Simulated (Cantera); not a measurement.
Input (Python, Cantera) and output of one run.

```python
import numpy as np
import cantera as ct

gas_names = """
    N2 ALI3
""".split()
cond_names = """
    I2(cr) I2(L) ALN(s)
""".split()


# ... load() reads the species with a 1 bar reference pressure and builds the phases ...
species = {s.name: s for s in load("nasa_gas.yaml", gas_names) + load("nasa_condensed.yaml", cond_names)}
# Each term lists the table entries of one substance; the one whose range holds T is used.
reactions = {
    '3 I2 + 2 AlN = N2(g) + 2 AlI3(g)':
        [(-3, ['I2(cr)', 'I2(L)']), (-2, ['ALN(s)']), (1, ['N2']), (2, ['ALI3'])],
}


def pick(names, T):
    return next(species[n] for n in names if species[n].thermo.min_temp <= T <= species[n].thermo.max_temp)


results = []
for label, terms in reactions.items():
    print(label)
    print("     T/K   dH/kJ  dS/(J/K)   dG/kJ   log10 K")
    for T in [350, 375, 400, 425, 450, 475, 500, 525, 550, 575, 600]:
        used = [(nu, pick(names, T)) for nu, names in terms]
        dH = sum(nu * s.thermo.h(T) for nu, s in used) / 1e6
        dS = sum(nu * s.thermo.s(T) for nu, s in used) / 1e3
        dG = dH - T * dS / 1e3
        logK = -dG * 1e6 / (ct.gas_constant * T * np.log(10))
        results.append((label, T, dH, dS, dG, logK, [s.name for _, s in used]))
        print(f"{T:8g} {dH:8.1f} {dS:8.1f} {dG:8.1f} {logK:8.2f}")
```

Output:

```
3 I2 + 2 AlN = N2(g) + 2 AlI3(g)
     T/K   dH/kJ  dS/(J/K)   dG/kJ   log10 K
     350    246.9    542.7     57.0    -8.51
     375    245.5    538.6     43.5    -6.06
     400    196.0    410.9     31.7    -4.14
     425    192.9    403.3     21.5    -2.65
     450    189.8    396.1     11.5    -1.34
     475    186.6    389.2      1.7    -0.19
     500    183.4    382.6     -7.9     0.83
     525    180.1    376.3    -17.4     1.73
     550    176.9    370.2    -26.7     2.54
     575    173.6    364.3    -35.9     3.26
     600    170.3    358.7    -45.0     3.91
```

Cantera with NASA thermochemical tables; ideal gases at 1 bar, condensed phases pure. Condensed species are held in their standard states even where they would react or evaporate.
